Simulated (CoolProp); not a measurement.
A single-stage vapour-compression cycle with the fluid: evaporating at 195.15 K (dew point), condensing at 226.15 K (bubble point), superheat 10 K, subcooling 5 K, compressor efficiency 0.75, no pressure losses. The same conditions are run with several fluids, on thermodynamics alone (safety and materials aside).

Model: reference Helmholtz-energy equation of state of each fluid (propylene: Lemmon 2013; CH2F2 (R32): Tillner-Roth 1997; carbonyl sulfide: Lemmon 2006; ethylene: Smukala 2000; R22: Kamei 1995; R125: Lemmon 2005), in CoolProp.

```json
[
 {"fluid": "propylene", "cooling COP": "4.23", "pressure ratio": "5.25", "discharge temperature (K)": "282.0", "refrigerating effect (kJ/kg)": "427", "volumetric capacity (kJ/m³)": "211"},
 {"fluid": "CH2F2 (R32)", "cooling COP": "4.00", "pressure ratio": "5.96", "discharge temperature (K)": "325.5", "refrigerating effect (kJ/kg)": "375", "volumetric capacity (kJ/m³)": "248"},
 {"fluid": "carbonyl sulfide", "cooling COP": "4.07", "pressure ratio": "5.18", "discharge temperature (K)": "319.5", "refrigerating effect (kJ/kg)": "302", "volumetric capacity (kJ/m³)": "243"},
 {"fluid": "ethylene", "cooling COP": "3.96", "pressure ratio": "3.15", "discharge temperature (K)": "283.1", "refrigerating effect (kJ/kg)": "388", "volumetric capacity (kJ/m³)": "2550"},
 {"fluid": "R22", "cooling COP": "4.15", "pressure ratio": "6.28", "discharge temperature (K)": "300.7", "refrigerating effect (kJ/kg)": "233", "volumetric capacity (kJ/m³)": "142"},
 {"fluid": "R125", "cooling COP": "4.28", "pressure ratio": "6.01", "discharge temperature (K)": "261.1", "refrigerating effect (kJ/kg)": "157", "volumetric capacity (kJ/m³)": "199"}
]
```
